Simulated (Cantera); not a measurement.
Roasting and sulfation: FeS₂ + SO₃ + H₂O

Feed: 1 mol FeS₂, 0.085 mol SO₃, 0.81 mol H₂O, held at 1050 °C and 62.3 Torr.

These are equilibrium values from Cantera (NASA tables, ideal gas, pure condensed phases), not measurements of a reactor. Candidate condensed phases: Fe, FeO, Fe(OH)₂, Fe(OH)₃, FeS, FeSO₄, FeS₂, Fe₂O₃, Fe₂(SO₄)₃, Fe₃O₄, H₂O, H₂SO₄, S; 22 gas species. FeS: taken at fixed stoichiometry. Equilibrium is a limit: real reactors are often held back by kinetics, nucleation or transport.

| Property | Result |
|---|---|
| x(H₂O) | 0.478 |
| x(S₂) | 0.283 |
| x(SO₂) | 0.136 |
| x(H₂S) | 0.0572 |
| x(H₂) | 0.0388 |
| x(S₂O) | 0.00401 |
| x(SO) | 0.00117 |
| x(SH) | 0.000766 |
| x(S) | 7.34e-6 |
| n(FeS(s)) | 1.00 mol |
| gas amount | 1.409 mol |
| log10 activity of S(l) (absent) | -1.81 |
| log10 activity of Fe(γ) (absent) | -2.27 |
| log10 activity of Fe(OH)₂(s) (absent) | -7.50 |
